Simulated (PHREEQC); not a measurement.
1 kg of water holding 0.31 mol/kgw SrCl2, 0.6 mol/kgw CaCl2 and 0.05 mol/kgw MgCl2 is evaporated at 25 °C; the solids stay in contact with the brine. No CO2 enters from the air. The run lets Bischofite, Brucite, Portlandite, MgCl2_4H2O precipitate or redissolve, and no other solid.

All values are PHREEQC results (Pitzer model, pitzer.dat), not measurements.

Problem. Predict water activity at water left (kg) = 0.8219, 0.6755, 0.3082, 0.2533.

Solution. 
| water left (kg) | water activity |
|---|---|
| 0.8219 | 0.934 |
| 0.6755 | 0.914 |
| 0.3082 | 0.741 |
| 0.2533 | 0.659 |
